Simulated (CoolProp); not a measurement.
Model: reference Helmholtz-energy equation of state, Beckmüller 2019, in CoolProp.

Task: For n-octane, give the phase and the Joule-Thomson coefficient (K/MPa), expansivity (1/kK) at 396.7 K and 2.83 MPa; 427.6 K and 2.68 MPa; 253.3 K and 8.88 MPa.

Result: 
- 396.7 K and 2.83 MPa: liquid; Joule-Thomson coefficient -0.258, expansivity 1.47
- 427.6 K and 2.68 MPa: liquid; Joule-Thomson coefficient -0.176, expansivity 1.67
- 253.3 K and 8.88 MPa: liquid; Joule-Thomson coefficient -0.483, expansivity 1.02
